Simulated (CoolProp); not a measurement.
The numbers come from the reference Helmholtz-energy equation of state, Lemmon 2006 in CoolProp. It is a short technical equation, of lower accuracy than the large ones.

Q: For R142b, give the phase and the Z, isothermal compressibility (1/MPa), expansivity (1/kK), viscosity (µPa s) at 196.85 °C and 3560 kPa.

A: 
- 196.85 °C and 3560 kPa: gas; Z 0.787, isothermal compressibility 0.366, expansivity 4.68, viscosity 18.3

Viscosity comes from a separate model (Huber 2003), an estimate that may be off by 10 % or more.
